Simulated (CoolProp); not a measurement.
Properties of R22 at several states (Tc = 96.1 °C, pc = 4.990 MPa, ω = 0.221).

Computed with CoolProp (reference Helmholtz-energy equation of state, Kamei 1995).

```
T (°C)   p (MPa)   phase  density (kg/m³)  Prandtl number
-------  -------  ------  ---------------  --------------
94.15       0.67     gas            19.94           0.787
98.65      0.207     gas            5.873           0.761
83.75     0.0621     gas            1.818           0.762
62.45       6.22  liquid             1066            1.75
-118.25   0.0792  liquid             1619            9.73
```

Viscosity comes from a separate model (Bell 2016), an estimate that may be off by 10 % or more. Thermal conductivity comes from a separate model (McLinden 2000), an estimate that may be off by 10 % or more.
